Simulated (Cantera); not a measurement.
Standard-state values (1 bar) from the NASA 1993 polynomials, evaluated with Cantera. Values are per mole of reaction as written; species without (g) are pure solids or liquids, kept so even where they would boil at 1 bar.

Question: Between 425 and 575 K, where is each reaction favourable under standard conditions?
- 2 Na₂S + C = CS₂(g) + 4 Na
- 2 Na(g) + S = Na₂S

Answer: 
- 2 Na₂S + C = CS₂(g) + 4 Na: ΔG° is 744 kJ at 425 K and 703 kJ at 575 K; it stays positive (K < 1). ΔH° is 857 kJ and ΔS° 267 J/K at 575 K.
- 2 Na(g) + S = Na₂S: ΔG° is -478 kJ at 425 K and -441 kJ at 575 K; it stays negative (K > 1). ΔH° is -580 kJ and ΔS° -242 J/K at 575 K.
